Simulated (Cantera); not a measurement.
An isothermal, constant-pressure homogeneous reactor starts with C₂H₆ : N₂ = 1 : 130 (molar parts), at 1925 K and 10.5 Torr. Integrator tolerance rtol = 1e-08.

Cantera simulation using GRI-Mech 3.0 (53 species, 325 reactions); the numbers are that mechanism's predictions, not measurements. GRI-Mech 3.0 stops at C3 and has no aromatics, soot or wall deposition, so with more carbon than oxygen in the feed, carbon stays in small species such as C2H2 where larger ones or solid carbon would form. Radical loss at walls, strong at low pressure, is not modelled.

### Question
What does this change do: C2H6 1 to 5 parts?

### Answer
| quantity | before | after |
|---|---|---|
| x(C₂H₆) at 20.0 s | <1e-12 (gas-phase equilibrium <1e-12) | <1e-12 (gas-phase equilibrium <1e-12) |
| x(HCN) at 20.0 s | 0.000255 (gas-phase equilibrium 0.0141) | 0.000230 (gas-phase equilibrium 0.0537) |
| x(C₂H₂) at 20.0 s | 0.00738 (gas-phase equilibrium 0.000468) | 0.0343 (gas-phase equilibrium 0.00759) |
| x(C₂H₄) at 20.0 s | 1.56e-8 (gas-phase equilibrium 9.87e-10) | 3.37e-7 (gas-phase equilibrium 7.47e-8) |
| x(CH₄) at 20.0 s | 9.63e-9 (gas-phase equilibrium 1.29e-8) | 2.19e-7 (gas-phase equilibrium 5.23e-7) |

### Question
What does this change do: C2H6 1 to 7.1 parts?

### Answer
```csv
quantity,before,after
x(C₂H₆) at 20.0 s,<1e-12 (gas-phase equilibrium <1e-12),<1e-12 (gas-phase equilibrium <1e-12)
x(HCN) at 20.0 s,0.000255 (gas-phase equilibrium 0.0141),0.000223 (gas-phase equilibrium 0.0680)
x(C₂H₂) at 20.0 s,0.00738 (gas-phase equilibrium 0.000468),0.0467 (gas-phase equilibrium 0.0128)
x(C₂H₄) at 20.0 s,1.56e-8 (gas-phase equilibrium 9.87e-10),6.27e-7 (gas-phase equilibrium 1.72e-7)
x(CH₄) at 20.0 s,9.63e-9 (gas-phase equilibrium 1.29e-8),4.68e-7 (gas-phase equilibrium 1.08e-6)
```
